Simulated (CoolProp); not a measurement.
The fluid at 571.31 K and 8.41 MPa (stagnation) flows isentropically through a choked orifice. The same conditions are run with several fluids, on thermodynamics alone (safety and materials aside).

Computed with CoolProp (reference Helmholtz-energy equation of state of each fluid (n-hexane: Thol 2019; ethane: Bücker 2006; methanol: de Reuck 1993; n-pentane: Thol 2019; methane: Setzmann 1991)).

Rank n-hexane, ethane, methanol, n-pentane, methane by throat to inlet pressure ratio, highest first.

n-pentane (0.657), n-hexane (0.639), methanol (0.593), ethane (0.583), methane (0.557)

| fluid | mass flux (kg/(m² s)) | throat temperature (K) |
|---|---|---|
| n-hexane | 34500 | 556.7 |
| ethane | 13700 | 537.7 |
| methanol | 15600 | 529.3 |
| n-pentane | 24800 | 551.6 |
| methane | 10100 | 515.4 |
